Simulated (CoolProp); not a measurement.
Methane along the isotherm -2.85 °C: Z from the reference equation and from simpler models built on Tc = -82.6 °C, pc = 4599 kPa, ω = 0.011; each cubic takes its own stable root.

Computed with CoolProp (reference Helmholtz-energy equation of state, Setzmann 1991).

```tsv
p (kPa)	phase	reference
2870	gas	0.9299
5750	supercritical	0.8612
8620	supercritical	0.7995
11500	supercritical	0.7531
14400	supercritical	0.7299
17200	supercritical	0.7307
20100	supercritical	0.7495
23000	supercritical	0.7800
25900	supercritical	0.8174
28700	supercritical	0.8575
31600	supercritical	0.9014
34500	supercritical	0.9468
37400	supercritical	0.9932
40200	supercritical	1.038
43100	supercritical	1.086
46000	supercritical	1.133
```

### Question
How far does each simpler model (van der Waals, Soave-Redlich-Kwong, Peng-Robinson) lie from the reference over these 16 states: mean and median of the absolute difference, and the worst?

### Answer
- van der Waals: mean 9.7 %, median 9.7 %, worst +18.6 % at -2.85 °C and 46000 kPa
- Soave-Redlich-Kwong: mean 3.1 %, median 3.1 %, worst +5.5 % at -2.85 °C and 20100 kPa
- Peng-Robinson: mean 3.8 %, median 3.1 %, worst -7.4 % at -2.85 °C and 46000 kPa
